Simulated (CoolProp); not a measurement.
A Linde-Hampson liquefier for nitrogen: isothermal reversible compression at 290 K from 1 atm to 5 MPa, throttling to 1 atm, return gas leaving the recuperator 10 K below the feed. Each further row changes one setting.

Values from CoolProp's reference Helmholtz-energy equation of state, Span 2000.

| case | liquid yield per pass | compression work (kJ/kg of gas) |
|---|---|---|
| as stated | … | 335 |
| high pressure 10 MPa | … | … |
| warm-end temperature 320 K | no liquid | … |
| warm-end gap 15 K | no liquid | 335 |

Question: What belongs in the gaps?

Answer: 
- as stated, liquid yield per pass: 0.002
- high pressure 10 MPa, liquid yield per pass: 0.025
- high pressure 10 MPa, compression work (kJ/kg of gas): 394
- warm-end temperature 320 K, compression work (kJ/kg of gas): 370
